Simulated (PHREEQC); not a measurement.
Dissolve 2.8e-05 mol/kgw H4SiO4 at 25 °C. Closed to the air; pH follows from the charge balance.

Equilibrium calculation in PHREEQC: Pitzer model, pitzer.dat.

No solid was allowed to form.

### Question
What pH does the model give?

### Answer
pH 6.92.

Species that the database lacks are ignored.
